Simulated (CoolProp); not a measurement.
Isobutene along the isotherm 550 K: fugacity coefficient from the reference equation and from simpler models built on Tc = 418.1 K, pc = 4.016 MPa, ω = 0.193; each cubic takes its own stable root.

The numbers come from the reference Helmholtz-energy equation of state, Lemmon 2005 in CoolProp. It is a short technical equation, of lower accuracy than the large ones.

```csv
p (MPa),phase,reference
2.23,gas,0.9259
4.46,supercritical,0.8570
6.69,supercritical,0.7941
8.92,supercritical,0.7385
11.2,supercritical,0.6901
13.4,supercritical,0.6520
15.6,supercritical,0.6217
17.8,supercritical,0.5982
20.1,supercritical,0.5795
```

Question: How far does each simpler model (van der Waals, Redlich-Kwong, Soave-Redlich-Kwong, Peng-Robinson) lie from the reference over these 9 states: mean and median of the absolute difference, and the worst?

Answer: 
- van der Waals: mean 5.0 %, median 5.6 %, worst -7.2 % at 550 K and 13.4 MPa
- Redlich-Kwong: mean 2.4 %, median 2.9 %, worst -3.2 % at 550 K and 13.4 MPa
- Soave-Redlich-Kwong: mean 4.6 %, median 4.6 %, worst +8.7 % at 550 K and 20.1 MPa
- Peng-Robinson: mean 1.2 %, median 1.3 %, worst -1.8 % at 550 K and 8.92 MPa
